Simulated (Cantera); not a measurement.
## Carbon deposition, reforming and gasification: toluene + H2O + N2

Feed: 1 mol toluene, 0.5 mol H2O, 2.2 mol N2, held at 220000 Pa.

Method: chemical equilibrium by Gibbs-energy minimisation in Cantera with the NASA 1993 tables (ideal gas, pure condensed phases). Candidate condensed phases: C, C6H6, C7H8, C8H18, H2O; 136 gas species. Rates play no part.

From 1123 K to 1473 K the condensed part is C(graphite). The main C-bearing gas is CO throughout. The share of C in condensed phases is highest at 1473 K (92.6 %) and lowest at 1123 K (91.2 %).

| T (K) | x H2 | x N2 | x CO | x CH4 | x H2O | x CO2 | x HCN | x NH3 | n C(graphite) |
|---|---|---|---|---|---|---|---|---|---|
| 1123 | 0.592 | 0.314 | 0.0648 | 0.0226 | 0.00557 | 0.000557 | 1.29e-5 | 0.000158 | 6.38 |
| 1173 | 0.603 | 0.311 | 0.0671 | 0.0155 | 0.00316 | 0.000276 | 2.38e-5 | 0.000125 | 6.41 |
| 1223 | 0.609 | 0.309 | 0.0682 | 0.0109 | 0.00184 | 0.000141 | 4.16e-5 | 0.000100 | 6.44 |
| 1273 | 0.614 | 0.308 | 0.0688 | 0.00779 | 0.00111 | 7.49e-5 | 6.94e-5 | 8.14e-5 | 6.45 |
| 1323 | 0.617 | 0.307 | 0.0691 | 0.00569 | 0.000688 | 4.15e-5 | 0.000112 | 6.70e-5 | 6.46 |
| 1373 | 0.619 | 0.307 | 0.0693 | 0.00424 | 0.000442 | 2.40e-5 | 0.000173 | 5.58e-5 | 6.47 |
| 1423 | 0.620 | 0.306 | 0.0694 | 0.00322 | 0.000292 | 1.44e-5 | 0.000260 | 4.71e-5 | 6.48 |
| 1473 | 0.621 | 0.306 | 0.0694 | 0.00249 | 0.000199 | 8.97e-6 | 0.000380 | 4.01e-5 | 6.48 |
x: gas mole fraction; n: condensed amount in mol.
